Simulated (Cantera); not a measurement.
Standard-state values (1 bar) from the NASA 1993 polynomials, evaluated with Cantera. Values are per mole of reaction as written; species without (g) are pure solids or liquids, kept so even where they would boil at 1 bar.

Q: Between 300 and 2973 K, where is each reaction favourable under standard conditions?
- MgF2 + Cl2(g) → MgCl2(g) + 2 F(g)

A: 
- MgF2 + Cl2(g) → MgCl2(g) + 2 F(g): ΔG° is 796 kJ at 300 K and 51 kJ at 2973 K; it stays positive (K < 1). ΔH° is 775 kJ and ΔS° 244 J/K at 2973 K.
